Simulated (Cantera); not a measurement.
## Transport properties of process gases

Gas mixture: 100 % O2, at 135 Torr, frozen composition.

Cantera's kinetic-theory transport with the Lennard-Jones parameters of GRI-Mech 3.0, ideal gas; thermal conductivity in the mixture-averaged form.

```json
[
 {"T (K)": "400", "ρ (kg/m³)": "0.173", "cp (J/kg/K)": "941.4", "μ (µPa s)": "25.6", "λ (mW/m/K)": "33.9", "Pr": "0.713", "D (cm²/s) H": "12.0", "D (cm²/s) O": "3.06", "D (cm²/s) OH": "3.00"},
 {"T (K)": "600", "ρ (kg/m³)": "0.115", "cp (J/kg/K)": "1003", "μ (µPa s)": "34.1", "λ (mW/m/K)": "48.2", "Pr": "0.709", "D (cm²/s) H": "24.1", "D (cm²/s) O": "6.10", "D (cm²/s) OH": "5.98"},
 {"T (K)": "800", "ρ (kg/m³)": "0.0866", "cp (J/kg/K)": "1055", "μ (µPa s)": "41.4", "λ (mW/m/K)": "61.4", "Pr": "0.710", "D (cm²/s) H": "39.3", "D (cm²/s) O": "9.89", "D (cm²/s) OH": "9.69"},
 {"T (K)": "1000", "ρ (kg/m³)": "0.0693", "cp (J/kg/K)": "1090", "μ (µPa s)": "47.9", "λ (mW/m/K)": "73.6", "Pr": "0.710", "D (cm²/s) H": "57.2", "D (cm²/s) O": "14.3", "D (cm²/s) OH": "14.1"},
 {"T (K)": "1200", "ρ (kg/m³)": "0.0577", "cp (J/kg/K)": "1114", "μ (µPa s)": "54.0", "λ (mW/m/K)": "84.9", "Pr": "0.708", "D (cm²/s) H": "77.7", "D (cm²/s) O": "19.4", "D (cm²/s) OH": "19.0"},
 {"T (K)": "1400", "ρ (kg/m³)": "0.0495", "cp (J/kg/K)": "1134", "μ (µPa s)": "59.7", "λ (mW/m/K)": "95.7", "Pr": "0.707", "D (cm²/s) H": "100", "D (cm²/s) O": "25.1", "D (cm²/s) OH": "24.6"}
]
```
D: mixture-averaged diffusion coefficient of that species in the mixture.
